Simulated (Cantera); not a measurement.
Charge: 1 mol V, 0.045 mol H2O, held at 1623.15 K and 450 Pa.

Equilibrium computed with Cantera from the NASA thermochemical tables; the gas is ideal and each condensed phase is pure. Candidate condensed phases: H2O, V, VO, V2O3, V2O4, V2O5; 12 gas species. Mutual solubility and eutectic melting of coexisting phases are not modelled. VO: taken at fixed stoichiometry. Condensed phases not in the tables: N, O or C dissolved in the metal. Rates play no part.

Base state: H2 0.999, H 0.00103, H2O 3.52e-5 (mole fractions); condensed: V(s) + VO(s).

### Question
What changes in the equilibrium state with this change: pressure from 450 Pa to 660000 Pa?

### Answer
| species | before | after |
|---|---|---|
| H2 | 0.999 | 1.000 |
| H2O | 3.52e-5 | 3.52e-5 |
| H | 0.00103 | 2.69e-5 |
| V(s), mol | 0.955 | 0.955 |
| VO(s), mol | 0.0450 | 0.0450 |

### Question
What changes in the equilibrium state with this change: V replaced by Nb?

### Answer
```csv
species,before,after
H2,0.999,0.999
H,0.00103,0.00103
H2O,3.52e-5,0.000162
"V(s), mol",0.955,0
"VO(s), mol",0.0450,0
"Nb(s), mol",0,0.955
"NbO(s), mol",0,0.0450
```
NbO: taken at fixed stoichiometry. Further candidate phases: Nb, NbO, NbO2, Nb2O5.
